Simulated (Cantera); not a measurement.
An isothermal, constant-pressure homogeneous reactor starts with NO : N2 = 1 : 0.066 (molar parts), at 2125 K and 32000 Pa.

Cantera simulation using GRI-Mech 3.0 (53 species, 325 reactions); the numbers are that mechanism's predictions, not measurements.

Problem. Predict: x(NO) at 2.00 s; x(N2O) at 2.00 s; x(NO2) at 2.00 s; x(O) at 2.00 s; x(O2) at 2.00 s.

Solution. 
* **x(NO) at 2.00 s**: 0.0246 (gas-phase equilibrium 0.0128)
* **x(N2O) at 2.00 s**: 4.79e-7 (gas-phase equilibrium 3.30e-7)
* **x(NO2) at 2.00 s**: 2.90e-5 (gas-phase equilibrium 1.52e-5)
* **x(O) at 2.00 s**: 0.00198 (gas-phase equilibrium 0.00199)
* **x(O2) at 2.00 s**: 0.455 (gas-phase equilibrium 0.461)
